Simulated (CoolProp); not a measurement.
Vapour-liquid equilibrium of ethanol (1) + ethylbenzene (2) at 343.4 K; x and y are mole fractions of (1).

Model: multi-fluid Helmholtz-energy mixture model, Schroeder 2014 and Zhou 2012; pair parameters Bell 2016, in CoolProp.

```tsv
x	bubble pressure (kPa)	y at the bubble point	dew pressure at overall composition x (kPa)	liquid density (mol/L)
0.05	29.50	0.626	12.01	7.939
0.15	50.49	0.794	13.40	8.362
0.25	59.99	0.835	15.14	8.842
0.35	64.01	0.850	17.40	9.391
0.45	65.68	0.857	20.45	10.02
0.55	66.61	0.861	24.78	10.76
0.65	67.63	0.868	31.40	11.62
0.75	69.05	0.881	42.66	12.64
0.85	70.82	0.908	64.04	13.86
0.95	72.39	0.959	72.23	15.32
```

No azeotrope shows between x = 0.05 and 0.95.

Pair parameters are fitted to limited data, so mixtures are less certain than the pure fluids. With so large a gap from Raoult's law the liquid may split in two, which this calculation doesn't test in full.
